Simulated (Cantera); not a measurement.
A freely propagating, adiabatic, planar premixed flame of CO : H2 : CH4 : O2 : N2 = 1 : 0.37 : 0.2 : 1.14 : 4.29 (molar parts), equivalence ratio 0.95, unburnt at 600 K and 2850 Torr; multicomponent+Soret transport, grid criteria slope 0.08 and curve 0.16, no radiation.

Model: GRI-Mech 3.0 (53 species, 325 reactions), integrated in Cantera. Burning velocities carry a grid error of a few per cent, more on coarse grids.

Problem. Predict: laminar burning velocity; thermal thickness; peak x(C2H6); peak x(CH2); peak x(HCN).

Solution. 
```
Property                     Value
------------------------  --------
laminar burning velocity  161 cm/s
thermal thickness         0.103 mm
peak x(C2H6)               5.20e-5
peak x(CH2)                8.85e-6
peak x(HCN)                1.78e-7
```
